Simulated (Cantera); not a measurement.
A perfectly stirred reactor is fed with N₂O : H₂ : N₂ = 1 : 0.034 : 1.1 (molar parts), at 1.01 bar; it is held at 1450 K, and followed from long to short residence time.

Computed with Cantera and GRI-Mech 3.0 (53 species, 325 reactions). GRI-Mech 3.0 was tuned for natural gas; its chemistry of N2O as a main component is partial and can be far from experiment. The temperature is held fixed by assumption; the heat of reaction is taken as removed at once.

Problem. Predict: x(N₂O) at τ = 16.0 s; x(H₂) at τ = 16.0 s; x(H₂O₂) at τ = 16.0 s; x(NO) at τ = 16.0 s; x(H₂O) at τ = 16.0 s; x(N₂O) at τ = 59.0 ms; x(H₂) at τ = 59.0 ms; x(H₂O₂) at τ = 59.0 ms; x(NO) at τ = 59.0 ms; x(H₂O) at τ = 59.0 ms.

Solution. 
| Quantity | Value |
|---|---|
| x(N₂O) at τ = 16.0 s | 0.00137 |
| x(H₂) at τ = 16.0 s | 7.92e-7 |
| x(H₂O₂) at τ = 16.0 s | 3.18e-9 |
| x(NO) at τ = 16.0 s | 0.0126 |
| x(H₂O) at τ = 16.0 s | 0.0130 |
| x(N₂O) at τ = 59.0 ms | 0.153 |
| x(H₂) at τ = 59.0 ms | 6.29e-5 |
| x(H₂O₂) at τ = 59.0 ms | 2.11e-8 |
| x(NO) at τ = 59.0 ms | 0.0409 |
| x(H₂O) at τ = 59.0 ms | 0.0139 |
